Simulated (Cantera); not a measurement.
# Hydrocarbon pyrolysis for carbon deposition

An isothermal, constant-pressure homogeneous reactor starts with 43.5 % C2H6, 56.5 % N2, at 1698 K and 7200 Pa.

Model: GRI-Mech 3.0 (53 species, 325 reactions), integrated in Cantera. GRI-Mech 3.0 stops at C3 and has no aromatics, soot or wall deposition, so with more carbon than oxygen in the feed, carbon stays in small species such as C2H2 where larger ones or solid carbon would form.

```tsv
t (s)	x C2H6	x H2	x HCN	x C2H	x H	x CH3
5.00e-6	0.424	0.000329	2.18e-11	<1e-12	5.34e-5	0.0121
1.29e-5	0.401	0.00498	5.26e-9	2.14e-10	0.000293	0.0257
3.35e-5	0.313	0.0380	8.47e-8	6.00e-8	0.000748	0.0454
8.65e-5	0.142	0.120	2.63e-7	7.26e-7	0.00118	0.0470
0.000224	0.0220	0.209	4.45e-7	2.24e-6	0.00128	0.0211
0.000579	0.00158	0.272	5.10e-7	1.57e-6	0.000616	0.00591
0.00150	0.000222	0.305	5.08e-7	8.01e-7	0.000276	0.00224
0.00387	7.39e-5	0.328	4.99e-7	5.48e-7	0.000177	0.00129
0.0100	5.96e-5	0.345	4.96e-7	5.81e-7	0.000183	0.00118
0.0259	5.03e-5	0.363	5.11e-7	6.51e-7	0.000209	0.00111
0.0670	2.82e-5	0.391	5.55e-7	7.09e-7	0.000236	0.000846
0.173	9.81e-6	0.424	6.59e-7	8.09e-7	0.000280	0.000514
0.448	1.99e-6	0.448	8.53e-7	9.28e-7	0.000330	0.000240
1.16	3.03e-7	0.458	1.11e-6	9.98e-7	0.000359	9.37e-5
3.00	6.13e-8	0.462	1.39e-6	1.02e-6	0.000368	3.88e-5
```
x: mole fraction; the columns are a selection and need not sum to one.

Equilibrium at this temperature and pressure: C2H6 2.16e-8, H2 0.463, HCN 0.118, C2H 7.61e-7, H 0.000369, CH3 1.97e-5 (gas phase only).
